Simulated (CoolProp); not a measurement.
Vapour-liquid equilibrium of methanol (1) + toluene (2) at 356.3 K; x and y are mole fractions of (1).

The numbers come from the multi-fluid Helmholtz-energy mixture model, de Reuck 1993 and Lemmon 2006; pair parameters Bell 2016 in CoolProp.

```json
[
 {"x": "0.05", "bubble pressure, mixture model (kPa)": "98.98", "bubble pressure, Raoult's law (kPa)": "51.24", "y, mixture model": "0.565", "y, Raoult's law": "0.197"},
 {"x": "0.125", "bubble pressure, mixture model (kPa)": "145.4", "bubble pressure, Raoult's law (kPa)": "63.17", "y, mixture model": "0.711", "y, Raoult's law": "0.400"},
 {"x": "0.2", "bubble pressure, mixture model (kPa)": "167.3", "bubble pressure, Raoult's law (kPa)": "75.10", "y, mixture model": "0.753", "y, Raoult's law": "0.539"},
 {"x": "0.275", "bubble pressure, mixture model (kPa)": "177.2", "bubble pressure, Raoult's law (kPa)": "87.03", "y, mixture model": "0.771", "y, Raoult's law": "0.639"},
 {"x": "0.35", "bubble pressure, mixture model (kPa)": "181.7", "bubble pressure, Raoult's law (kPa)": "98.97", "y, mixture model": "0.779", "y, Raoult's law": "0.716"},
 {"x": "0.425", "bubble pressure, mixture model (kPa)": "184.0", "bubble pressure, Raoult's law (kPa)": "110.9", "y, mixture model": "0.784", "y, Raoult's law": "0.776"},
 {"x": "0.5", "bubble pressure, mixture model (kPa)": "186.0", "bubble pressure, Raoult's law (kPa)": "122.8", "y, mixture model": "0.789", "y, Raoult's law": "0.824"},
 {"x": "0.575", "bubble pressure, mixture model (kPa)": "188.2", "bubble pressure, Raoult's law (kPa)": "134.8", "y, mixture model": "0.796", "y, Raoult's law": "0.863"},
 {"x": "0.65", "bubble pressure, mixture model (kPa)": "191.1", "bubble pressure, Raoult's law (kPa)": "146.7", "y, mixture model": "0.808", "y, Raoult's law": "0.897"},
 {"x": "0.725", "bubble pressure, mixture model (kPa)": "194.4", "bubble pressure, Raoult's law (kPa)": "158.6", "y, mixture model": "0.826", "y, Raoult's law": "0.925"},
 {"x": "0.8", "bubble pressure, mixture model (kPa)": "197.8", "bubble pressure, Raoult's law (kPa)": "170.6", "y, mixture model": "0.855", "y, Raoult's law": "0.949"},
 {"x": "0.875", "bubble pressure, mixture model (kPa)": "200.7", "bubble pressure, Raoult's law (kPa)": "182.5", "y, mixture model": "0.896", "y, Raoult's law": "0.970"},
 {"x": "0.95", "bubble pressure, mixture model (kPa)": "202.3", "bubble pressure, Raoult's law (kPa)": "194.4", "y, mixture model": "0.952", "y, Raoult's law": "0.989"}
]
```

The largest gap from Raoult's law is +130.2 % in bubble pressure, at x = 0.125. No azeotrope shows between x = 0.05 and 0.95.

The pair parameters rest on a limited set of measurements; away from them the model extrapolates. With so large a gap from Raoult's law the liquid may split in two, which this calculation doesn't test in full.
